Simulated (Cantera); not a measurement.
An isothermal, constant-pressure homogeneous reactor starts with 43.5 % CH₄, 56.5 % H₂O, at 1700 K and 1.00 bar.

Cantera simulation using GRI-Mech 3.0 (53 species, 325 reactions); the numbers are that mechanism's predictions, not measurements.

One state of this run: x CH₄ = 0.420; x H₂O = 0.562; x CH₃ = 0.00191; x C₂H₄ = 0.00302; x CH₂ = 3.91e-7; x H₂ = 0.0103. x: mole fraction; the columns are a selection and need not sum to one.

Question: Which value of t (s) does it belong to?
A) 0.000276
B) 0.000105
C) 4.00e-5
D) 0.239

Answer: A, 0.000276
